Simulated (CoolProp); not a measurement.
Cyclohexane along the isotherm 620 K: Z from the reference equation and from simpler models built on Tc = 553.6 K, pc = 40.81 bar, ω = 0.209; each cubic takes its own stable root.

Values from CoolProp's reference Helmholtz-energy equation of state, Zhou 2014.

| p (bar) | phase | reference |
|---|---|---|
| 1.29 | gas | 0.9925 |
| 1.89 | gas | 0.9890 |
| 2.78 | gas | 0.9837 |
| 4.08 | gas | 0.9760 |
| 5.99 | gas | 0.9646 |
| 8.79 | gas | 0.9475 |
| 12.9 | gas | 0.9219 |
| 18.9 | gas | 0.8830 |
| 27.8 | gas | 0.8219 |
| 40.8 | gas | 0.7240 |
| 59.9 | supercritical | 0.5606 |
| 87.9 | supercritical | 0.4380 |
| 129 | supercritical | 0.5010 |
| 189 | supercritical | 0.6468 |
| 278 | supercritical | 0.8683 |
| 408 | supercritical | 1.182 |

Task: How far does each simpler model (van der Waals, Redlich-Kwong, Soave-Redlich-Kwong, Peng-Robinson) lie from the reference over these 16 states: mean and median of the absolute difference, and the worst?

Result: 
- van der Waals: mean 8.2 %, median 0.3 %, worst +29.0 % at 620 K and 408 bar
- Redlich-Kwong: mean 1.7 %, median 0.5 %, worst +6.9 % at 620 K and 129 bar
- Soave-Redlich-Kwong: mean 3.1 %, median 0.6 %, worst +13.9 % at 620 K and 87.9 bar
- Peng-Robinson: mean 1.9 %, median 1.1 %, worst -7.4 % at 620 K and 408 bar
